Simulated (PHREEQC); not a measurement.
## Arsenic or selenium liquor

A solution holds 0.06 mol H2SeO4, 0.16 mol NH4HSO4 and 0.29 mol NaCl per kg of water, at 39 °C. Closed to the air; pH follows from the charge balance.

All values are PHREEQC results (ion-association model, wateq4f.dat), not measurements.

```
Item                       Value
-----------------  -------------
pH                          1.02
ionic strength     0.604 mol/kgw
activity of water          0.982
total alkalinity     -280 meq/kg
```

| species | molality | activity | log γ |
|---|---|---|---|
| Cl- | 0.290 | 0.181 | -0.205 |
| Na+ | 0.281 | 0.197 | -0.155 |
| NH4+ | 0.148 | 0.109 | -0.134 |
| H+ | 0.127 | 0.0961 | -0.123 |
| HSO4- | 0.110 | 0.0710 | -0.188 |
| HSeO4- | 0.0430 | 0.0316 | -0.134 |
| SO4-2 | 0.0300 | 0.00551 | -0.736 |
| SeO4-2 | 0.0170 | 0.00496 | -0.536 |

This is a speciation only: nothing precipitates in the calculation. Complexes and solids missing from the database can't appear. At this temperature some constants are extrapolated from 25 °C, and those without enthalpy data are left unchanged.
